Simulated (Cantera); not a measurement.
What does this Cantera script print?

```python
import numpy as np
import cantera as ct

surf = ct.Interface("diamond.yaml", "diamond_100")
gas, bulk = surf.adjacent["gas"], surf.adjacent["diamond"]
k = surf.kinetics_species_index(bulk.species_names[0])
cover = ["c6HH", "c6H*", "c6*H", "c6**", "c6HM", "c6B"]

rows, drift = [], 0.0
print(f"{'xH':>10s}{'um/h':>11s}" + "".join(f"{s:>11s}" for s in cover))
for v in [0.0001, 0.00024, 0.00059, 0.0014, 0.0035, 0.0084, 0.02, 0.049, 0.12]:
    T, P, xH, xCH3 = 1100, 15000, v, 1.6e-05
    gas.TPX = T, P, {"H": xH, "CH3": xCH3, "CH4": 0.017, "H2": 1 - xH - xCH3 - 0.017}
    surf.TP = bulk.TP = T, P
    surf.coverages = "c6H*:0.1, c6HH:0.9"
    surf.advance_coverages(100.0)
    before = surf.coverages
    surf.advance_coverages(100.0)
    drift = max(drift, np.max(np.abs(surf.coverages - before) / (surf.coverages + 1e-9)))
    rate = surf.net_production_rates[k] * bulk.mean_molecular_weight / bulk.density * 3.6e9
    rows.append([rate, *surf[cover].coverages])
    print(f"{v:10.4g}{rate:11.4e}" + "".join(f"{x:11.3e}" for x in rows[-1][1:]))
```

Result:

```
        xH       um/h       c6HH       c6H*       c6*H       c6**       c6HM        c6B
    0.0001 1.8444e-01  5.982e-01  2.303e-02  3.649e-01  5.655e-03  5.204e-03  5.005e-10
   0.00024 4.3979e-01  5.503e-01  2.561e-02  4.058e-01  9.966e-03  5.352e-03  1.193e-09
   0.00059 8.5034e-01  5.266e-01  2.690e-02  4.260e-01  1.391e-02  4.330e-03  2.307e-09
    0.0014 1.2721e+00  5.169e-01  2.749e-02  4.350e-01  1.635e-02  2.773e-03  3.452e-09
    0.0035 1.6005e+00  5.130e-01  2.784e-02  4.393e-01  1.769e-02  1.407e-03  4.343e-09
    0.0084 1.7751e+00  5.115e-01  2.812e-02  4.410e-01  1.830e-02  6.522e-04  4.817e-09
      0.02 1.8615e+00  5.109e-01  2.855e-02  4.414e-01  1.862e-02  2.876e-04  5.051e-09
     0.049 1.9099e+00  5.106e-01  2.951e-02  4.408e-01  1.892e-02  1.204e-04  5.183e-09
      0.12 1.9543e+00  5.103e-01  3.176e-02  4.385e-01  1.941e-02  5.027e-05  5.303e-09
```

Model: the Harris–Goodwin 1993 mechanism for the reconstructed diamond (100) surface, integrated in Cantera.
